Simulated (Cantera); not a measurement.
Source: NASA polynomial tables (part measured, part estimated), evaluated in Cantera. Values are per mole of reaction as written; species without (g) are pure solids or liquids, kept so even where they would boil at 1 bar.

N2O(g) + PbO(g) → Pb + 2 NO(g), with ΔH° = 30.7 kJ and ΔS° = 26.3 J/K at 300 K.

Q: How far is the shortcut ΔG° ≈ ΔH°(300 K) − T·ΔS°(300 K) from the full temperature-dependent value at 673, 723, 773, 823, 873, 923, 973, 1023 K?

A: 
| T (K) | shortcut (kJ) | full (kJ) | difference (kJ) | difference in log10 K | condensed phases |
|---|---|---|---|---|---|
| 673 | 12.9 | 10.4 | 2.5 | -0.20 | Pb(l) |
| 723 | 11.6 | 8.3 | 3.3 | -0.24 | Pb(l) |
| 773 | 10.3 | 6.1 | 4.2 | -0.28 | Pb(l) |
| 823 | 9.0 | 3.9 | 5.1 | -0.32 | Pb(l) |
| 873 | 7.7 | 1.7 | 6.0 | -0.36 | Pb(l) |
| 923 | 6.4 | -0.5 | 6.9 | -0.39 | Pb(l) |
| 973 | 5.0 | -2.8 | 7.8 | -0.42 | Pb(l) |
| 1023 | 3.7 | -5.0 | 8.8 | -0.45 | Pb(l) |
The shortcut ignores heat capacities and the phase changes listed.
